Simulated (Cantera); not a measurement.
An isothermal, constant-pressure homogeneous reactor starts with H₂ : O₂ : H₂O = 0.073 : 1 : 0.016 (molar parts), at 1325 K and 4.73 Torr.

Computed with Cantera and the H2/O2 subset of GRI-Mech 3.0, which has no nitrogen chemistry. Radical loss at walls, strong at low pressure, is not modelled. The temperature is held fixed by assumption; the heat of reaction is taken as removed at once.

One state of this run: x H₂ = 8.66e-5; x O₂ = 0.913; x HO₂ = 4.45e-7; x H₂O₂ = 2.19e-8; x H₂O = 0.0835; x O = 0.00193. x: mole fraction; the columns are a selection and need not sum to one.

Problem. Which value of t (s) does it belong to?
A. 0.00183
B. 0.000123
C. 1.00
D. 0.165

Solution. C, 1.00
